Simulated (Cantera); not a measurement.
An isothermal, constant-pressure homogeneous reactor starts with 87.7 % NO, 12.3 % N2, at 1923 K and 1.01 bar.

Computed with Cantera and GRI-Mech 3.0 (53 species, 325 reactions).

Q: Predict: x(NO) at 4.00 s; x(NO2) at 4.00 s; x(O2) at 4.00 s; x(N2O) at 4.00 s; x(N2) at 4.00 s.

A: 
```
Item                                                 Value
----------------  ----------------------------------------
x(NO) at 4.00 s     0.0697 (gas-phase equilibrium 0.00747)
x(NO2) at 4.00 s  0.000192 (gas-phase equilibrium 2.13e-5)
x(O2) at 4.00 s        0.403 (gas-phase equilibrium 0.435)
x(N2O) at 4.00 s   2.26e-6 (gas-phase equilibrium 3.58e-7)
x(N2) at 4.00 s        0.526 (gas-phase equilibrium 0.558)
```
